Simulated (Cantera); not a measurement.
Input (Python, Cantera):

```python
import numpy as np
import cantera as ct

gas = ct.Solution("gri30.yaml")
gas.TPX = 1173, 44000, {'CO': 0.0083, 'O2': 0.043, 'H2O': 0.023, 'N2': 1}
reactor = ct.IdealGasConstPressureReactor(gas, energy="off", clone=False)
net = ct.ReactorNet([reactor])
net.rtol, net.atol = 1e-08, 1e-18
show = ['CO', 'O2', 'H2O', 'N2O', 'NO2']
times = np.geomspace(2e-06, 200, 9)

steps = ct.SolutionArray(gas, extra=["t"])
rows = []
print(f"{'t/s':>10s}{'T/K':>9s}{'P/Pa':>11s}" + "".join(f"{s:>11s}" for s in show))
for t in times:
    while net.time < t:
        t_next = net.step()
        steps.append(gas.state, t=t_next)
    rows.append([np.interp(t, steps.t, y) for y in (steps.T, steps.P, *steps(*show).X.T)])
    print(f"{t:10.3e}{rows[-1][0]:9.1f}{rows[-1][1]:11.4g}" + "".join(f"{x:11.3e}" for x in rows[-1][2:]))
rate = np.gradient(steps.T, steps.t)
print("integrator steps:", len(steps.t))
if steps.T.max() > steps.T[0] + 200:
    print(f"time of steepest temperature rise: {steps.t[rate.argmax()]:.4e} s")
gas.TPX = 1173, 44000, {'CO': 0.0083, 'O2': 0.043, 'H2O': 0.023, 'N2': 1}
gas.equilibrate("TP")
print(f"equilibrium (TP): T = {gas.T:.1f} K  " + "  ".join(f"{s} {gas[s].X[0]:.3e}" for s in show))
```

Result:

```
       t/s      T/K       P/Pa         CO         O2        H2O        N2O        NO2
 2.000e-06   1173.0    4.4e+04  7.726e-03  4.003e-02  2.141e-02  2.715e-18  1.204e-32
 2.000e-05   1173.0    4.4e+04  7.726e-03  4.003e-02  2.141e-02  8.873e-17  1.502e-29
 2.000e-04   1173.0    4.4e+04  7.726e-03  4.003e-02  2.141e-02  6.770e-15  2.902e-26
 2.000e-03   1173.0    4.4e+04  7.726e-03  4.003e-02  2.141e-02  5.658e-12  5.610e-20
 2.000e-02   1173.0    4.4e+04  6.966e-04  3.660e-02  2.141e-02  1.643e-07  2.684e-10
 2.000e-01   1173.0    4.4e+04  6.052e-06  3.630e-02  2.149e-02  2.198e-07  8.724e-10
 2.000e+00   1173.0    4.4e+04  1.487e-08  3.630e-02  2.149e-02  1.947e-07  2.397e-10
 2.000e+01   1173.0    4.4e+04  5.962e-10  3.630e-02  2.149e-02  4.332e-08  2.924e-10
 2.000e+02   1173.0    4.4e+04  5.625e-10  3.630e-02  2.149e-02  3.711e-09  3.022e-10
integrator steps: 1682
equilibrium (TP): T = 1173.0 K  CO 5.627e-10  O2 3.627e-02  H2O 2.149e-02  N2O 3.710e-09  NO2 3.821e-07
```

Detailed kinetics in Cantera: GRI-Mech 3.0 (53 species, 325 reactions).
